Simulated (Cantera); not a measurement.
## Premixed flame

A freely propagating, adiabatic, planar premixed flame of CH₄ : H₂ : O₂ : N₂ : H₂O = 1 : 0.15 : 1.48 : 6.37 : 0.32 (molar parts), unburnt at 600 K and 10.0 bar; multicomponent transport, grid criteria slope 0.08 and curve 0.16, no radiation.

Computed with Cantera and GRI-Mech 3.0 (53 species, 325 reactions). Burning velocities carry a grid error of a few per cent, more on coarse grids.

```
z (mm)   T (K)  u (m/s)     x CH₄    x H₂      x O₂    x CH₂    x NO₂     x HO₂
-------  -----  -------  --------  ------  --------  -------  -------  --------
-0.504     602    0.197     0.107  0.0180     0.158    <1e-8    <1e-8   6.36e-8
-0.336     612    0.201     0.106  0.0206     0.157    <1e-8    <1e-8   5.71e-7
-0.252     640    0.211     0.104  0.0234     0.155    <1e-8  1.42e-8   2.27e-6
-0.168     757    0.252    0.0963  0.0279     0.145    <1e-8  7.42e-8   1.30e-5
-0.0840   1161    0.392    0.0674  0.0343     0.106    <1e-8  1.98e-7   9.58e-5
-0.0420   1505    0.513    0.0407  0.0379    0.0670  1.78e-7  7.07e-8  0.000112
0         1822    0.625    0.0169  0.0411    0.0283  4.15e-6    <1e-8   3.92e-5
0.0420    1979    0.681   0.00711  0.0434   0.00901  7.40e-6    <1e-8   8.16e-6
0.0840    2032    0.699   0.00437  0.0454   0.00307  4.27e-6    <1e-8   1.89e-6
0.168     2055    0.707   0.00284  0.0487  0.000549  1.40e-6    <1e-8   2.21e-7
0.336     2057    0.709   0.00184  0.0527   3.56e-5  5.62e-7    <1e-8   1.22e-8
0.672     2053    0.708   0.00106  0.0564   4.91e-7  2.83e-7    <1e-8     <1e-8
1.34      2049    0.708  0.000477  0.0592   1.72e-7  1.11e-7    <1e-8     <1e-8
```
x: mole fraction of selected species; z is measured from the peak of heat release.

The laminar burning velocity is 19.6 cm/s, the thermal thickness comes out as 0.168 mm and the peak x(CH₂) is 7.65e-6. The peak x(HO₂) comes out as 0.000122 and the grid points is 131.
